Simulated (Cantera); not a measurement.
A closed system holds: 1 mol FeS2, 14 mol H2, equilibrated at 1425 K and 0.133 bar.

Method: chemical equilibrium by Gibbs-energy minimisation in Cantera with the NASA 1993 tables (ideal gas, pure condensed phases). FeS: taken at fixed stoichiometry. Equilibrium is a limit: real reactors are often held back by kinetics, nucleation or transport.

```json
[
 {"species": "H2", "before": "0.930", "after": "0.929"},
 {"species": "H2S", "before": "0.0680", "after": "0.0699"},
 {"species": "S2", "before": "0.00142", "after": "0.000626"},
 {"species": "H", "before": "1.80e-5", "after": "6.12e-6"},
 {"species": "SH", "before": "0.000430", "after": "0.000200"},
 {"species": "FeS(s), mol", "before": "1.00", "after": "1.00"}
]
```
Gas species are given as mole fractions.

**Question.** Name the change that produced these shifts.
(A) temperature from 1425 K to 1775 K
(B) temperature from 1425 K to 1348.15 K
(C) pressure from 0.133 bar to 8.50 mbar
(D) H2 from 14 to 5.5 mol

**Answer.** B, temperature from 1425 K to 1348.15 K
